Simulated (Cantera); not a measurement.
What does this Cantera script print?

```python
import numpy as np
import cantera as ct

gas_names = """
    CL CL2 H HCL H2 N NH NH2 NH3 N2 N2H2 N2H4 Si SiCL SiCL2 SiCL3 SiCL4 SiH SiHCL3 SiH2 SiH2CL2 SiH3
    SiH3CL SiH4 SiN Si2 Si2N Si3
""".split()
cond_names = """
    NH4CL(a) NH4CL(b) Si(cr) Si(L) Si3N4(a)
""".split()


# ... load() reads the species with a 1 bar reference pressure and builds the phases ...
atoms = {
    'SiCl4': {'Si': 1, 'CL': 4},
    'NH3': {'N': 1, 'H': 3},
    'N2': {'N': 2},
}
top_T = {'Si3N4(a)': 2400}  # K; cautious upper limits of use, not melting points


# ... equilibrate(T, P, feed) seeds the gas with the atoms and calls Mixture.equilibrate('TP', solver="vcs", rtol=1e-11, max_steps=5000) ...
results = []
T = 750  # K
P = 2300  # Pa
for m in [6.1, 7.2, 8.4, 9.9, 12, 14, 16, 19, 22, 26, 31, 36, 42]:
    feed = {'SiCl4': 1, 'NH3': 0.19, 'N2': m}  # mol
    mix = equilibrate(T, P, feed)
    results.append((T, P, feed, dict(zip(mix.species_names, mix.species_moles))))

top = {s: max(r[3][s] / sum(r[3][g] for g in gas_names) for r in results) for s in gas_names}
cols = sorted((s for s in top if top[s] > 1e-06), key=lambda s: -top[s])[:6]
seen = [c for c in cond_names if any(r[3].get(c, 0) > 1e-12 for r in results)]
print("log10 of partial pressures in bar; condensed amounts in mol")
print(f"{'n(N2)':>10s}" + "".join(f"{s[:9]:>10s}" for s in cols + seen))
for T, P, feed, n in results:
    ng = sum(n[g] for g in gas_names)
    print(f"{feed['N2']:10.4g}" + "".join(f"{np.log10(max(n[s] / ng * P / 1e5, 1e-99)):10.3f}" for s in cols)
          + "".join(f"{n.get(c, 0):10.4g}" for c in seen))
```

Output:

```
log10 of partial pressures in bar; condensed amounts in mol
     n(N2)        N2     SiCL4       HCL        H2    SiHCL3  Si3N4(a)
       6.1    -1.728    -2.568    -2.847    -3.793    -6.858   0.03871
       7.2    -1.715    -2.628    -2.902    -3.875    -6.946   0.03917
       8.4    -1.705    -2.685    -2.954    -3.954    -7.030   0.03958
       9.9    -1.696    -2.748    -3.011    -4.040    -7.121   0.04001
        12    -1.686    -2.822    -3.079    -4.143    -7.230    0.0405
        14    -1.680    -2.883    -3.136    -4.228    -7.319   0.04088
        16    -1.675    -2.937    -3.185    -4.302    -7.397   0.04119
        19    -1.669    -3.006    -3.250    -4.399    -7.499   0.04159
        22    -1.665    -3.066    -3.306    -4.482    -7.587   0.04191
        26    -1.661    -3.135    -3.371    -4.579    -7.687   0.04226
        31    -1.658    -3.209    -3.440    -4.682    -7.794   0.04261
        36    -1.655    -3.271    -3.500    -4.770    -7.886   0.04289
        42    -1.653    -3.336    -3.562    -4.862    -7.981   0.04317
```

These are equilibrium values from Cantera (NASA tables, ideal gas, pure condensed phases), not measurements of a reactor.
